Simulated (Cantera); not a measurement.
A perfectly stirred reactor is fed with H₂ : O₂ = 0.37 : 1 (molar parts), equivalence ratio 0.18, at 0.0130 bar; it is held at 1050 K, and followed from long to short residence time.

Detailed kinetics in Cantera: the H2/O2 subset of GRI-Mech 3.0, which has no nitrogen chemistry. Radical loss at walls, strong at low pressure, is not modelled. The temperature is held fixed by assumption; the heat of reaction is taken as removed at once.

One state of this run: x H₂ = 0.000593; x O₂ = 0.687; x HO₂ = 6.70e-6; x OH = 0.000744; x H = 0.000128. x: mole fraction; the columns are a selection and need not sum to one.

### Question
Which value of τ (s) does it belong to?
(A) 3.9
(B) 11
(C) 1.4
(D) 0.025

### Answer
A, 3.9
